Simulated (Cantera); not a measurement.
A closed system holds: 1 mol SiH2Cl2, 0.92 mol O3, 3.6 mol N2O, equilibrated at 1473.15 K and 1.80 mbar.

These are equilibrium values from Cantera (NASA tables, ideal gas, pure condensed phases), not measurements of a reactor. Candidate condensed phases: H2O, NH4Cl, Si, SiO2, Si2N2O, Si3N4; 47 gas species. The tables hold silica as quartz up to 1696 K and as liquid above; real silica turns to tridymite and cristobalite and melts near 1996 K. The numbers say what is thermodynamically allowed, not how fast it happens.

Problem. What is the equilibrium state?

Solution. 
- x(N2): 0.458
- x(O2): 0.265
- x(HCl): 0.209
- x(Cl): 0.0431
- x(H2O): 0.0229
- x(Cl2): 0.00141
- x(NO): 0.000917
- x(OH): 0.000152
- x(O): 3.40e-5
- n(SiO2(β-quartz)): 1.00 mol
- gas amount: 7.859 mol
- log10 activity of Si(s) (absent): -19.66
